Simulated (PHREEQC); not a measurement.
A made-up water analysis in mg/kgw, 25 °C, pH 2.04, pe 10.4:

| constituent | mg/kgw |
|---|---|
| Na | 312 |
| K | 20.4 |
| Ca | 232 |
| Mg | 61.1 |
| Cl | 226 |
| S(6) as SO4 | 2020 |
| Fe(3) | 10.8 |

Valence states are taken as typed.

Computed with PHREEQC (ion-association model, phreeqc.dat).

### Question
The ionic strength comes out as 0.0534 mol/kgw. What activity coefficients do H+, FeOH+2, FeHSO4+2, FeSO4+, Mg+2 get?

### Answer
H+ 0.85, FeOH+2 0.45, FeHSO4+2 0.45, FeSO4+ 0.82, Mg+2 0.48.

This is a speciation only: nothing precipitates in the calculation. Examples of supersaturated solids here: Hematite (slow to form), Goethite (slow to form). Others may be too.
